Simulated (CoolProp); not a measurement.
Vapour-liquid equilibrium of hydrogen sulfide (1) + benzene (2) at 46.45 °C; x and y are mole fractions of (1).

Model: multi-fluid Helmholtz-energy mixture model, Lemmon 2006 and Thol 2012; pair parameters Bell 2016, in CoolProp.

Problem. Give the bubble pressure and the first vapour's composition at x = 0.05, 0.15, 0.35. Is there an azeotrope?

Solution. x = 0.05: 168.5 kPa, y = 0.815; x = 0.15: 438.2 kPa, y = 0.931; x = 0.35: 990.7 kPa, y = 0.973. No azeotrope shows between x = 0.05 and 0.95.

Pair parameters are fitted to limited data, so mixtures are less certain than the pure fluids.
